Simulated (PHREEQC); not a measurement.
**Reverse-osmosis permeate: speciation**

A made-up water analysis in mg/kgw, 25 °C, pH 6.72, pe 12.3: Na 1.77; K 0.98; Ca 10.6; Mg 3.63; Cl 14; S(6) as SO4 5.06; Alkalinity as HCO3 28.7; Br 0.776; Sr 2.52; Pb 3.22.

Valence states are taken as typed.

Model: ion-association model, phreeqc.dat, run in PHREEQC.

The ionic strength is 0.00146 mol/kgw, the specific conductance is 110 µS/cm and the charge-balance error comes out as 1.9 %.

```
species  molality  activity   log γ
-------  --------  --------  ------
HCO3-    0.000450  0.000431  -0.018
Cl-      0.000395  0.000378  -0.019
Ca+2     0.000262  0.000221  -0.073
CO2      0.000185  0.000185   0.000
Mg+2     0.000147  0.000125  -0.073
Na+       7.70e-5   7.38e-5  -0.018
```

Precipitation was switched off in this run. The solution is supersaturated, for example in Cerussite, so a real one may precipitate; this is no full list.
